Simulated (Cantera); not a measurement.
An adiabatic, constant-volume homogeneous reactor starts with CH₄ : O₂ : N₂ = 1 : 1.54 : 5.78 (molar parts), equivalence ratio 1.3, at 1025 K and 10.0 bar. Integrator tolerance rtol = 1e-08.

Computed with Cantera and GRI-Mech 3.0 (53 species, 325 reactions).

Q: What does this change do: initial temperature 1025 to 1675 K?

A: 
| quantity | before | after |
|---|---|---|
| time of steepest temperature rise | 58.9 ms | 40.9 µs |
| temperature at 0.400 s | 2920 K | 3205 K |
| equilibrium temperature | 2920 K | 3205 K |
| x(CH₄) at 0.400 s | 1.65e-11 (gas-phase equilibrium 1.89e-11) | 7.05e-12 (gas-phase equilibrium 8.39e-12) |
| x(O₂) at 0.400 s | 0.000792 (gas-phase equilibrium 0.000792) | 0.00421 (gas-phase equilibrium 0.00421) |
| x(HO₂) at 0.400 s | 1.75e-6 (gas-phase equilibrium 1.75e-6) | 8.62e-6 (gas-phase equilibrium 8.62e-6) |
| x(C₂H₆) at 0.400 s | <1e-12 (gas-phase equilibrium <1e-12) | <1e-12 (gas-phase equilibrium <1e-12) |
| x(C₂H₄) at 0.400 s | <1e-12 (gas-phase equilibrium <1e-12) | <1e-12 (gas-phase equilibrium <1e-12) |
Above 3000 K some thermodynamic fits are extrapolated.

Q: What does this change do: initial temperature 1025 to 1775 K?

A: 
```tsv
quantity	before	after
time of steepest temperature rise	58.9 ms	18.9 µs
temperature at 0.400 s	2920 K	3242 K
equilibrium temperature	2920 K	3242 K
x(CH₄) at 0.400 s	1.65e-11 (gas-phase equilibrium 1.89e-11)	6.73e-12 (gas-phase equilibrium 8.05e-12)
x(O₂) at 0.400 s	0.000792 (gas-phase equilibrium 0.000792)	0.00488 (gas-phase equilibrium 0.00488)
x(HO₂) at 0.400 s	1.75e-6 (gas-phase equilibrium 1.75e-6)	9.96e-6 (gas-phase equilibrium 9.96e-6)
x(C₂H₆) at 0.400 s	<1e-12 (gas-phase equilibrium <1e-12)	<1e-12 (gas-phase equilibrium <1e-12)
x(C₂H₄) at 0.400 s	<1e-12 (gas-phase equilibrium <1e-12)	<1e-12 (gas-phase equilibrium <1e-12)
```
Above 3000 K some thermodynamic fits are extrapolated.
